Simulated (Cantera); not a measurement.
A closed system holds: 1 mol MgO, 0.077 mol HI, 4.9 mol N₂, held at 113 Torr.

Cantera equilibrium calculation (NASA polynomials, part measured and part estimated; ideal gas, pure solids and liquids). Candidate condensed phases: H₂O, I₂, Mg, MgI₂, MgO, Mg(OH)₂; 36 gas species. Equilibrium is a limit: real reactors are often held back by kinetics, nucleation or transport. All values below are at 1400 K.

Base state: N₂ 0.978, I 0.0128, H₂ 0.00646, HI 0.00216, H₂O 0.000145, MgI₂ 0.000144, I₂ 3.98e-5 (mole fractions); condensed: MgO(s).

### Question
What changes in the equilibrium state with this change: HI from 0.077 to 2.3 mol?

### Answer
```
species        before    after
-----------  --------  -------
N₂              0.978    0.625
I              0.0128    0.164
HI            0.00216    0.102
H₂            0.00646   0.0887
MgI₂         0.000144  0.00683
I₂            3.98e-5  0.00652
H₂O          0.000145  0.00683
MgO(s), mol     0.999    0.946
```
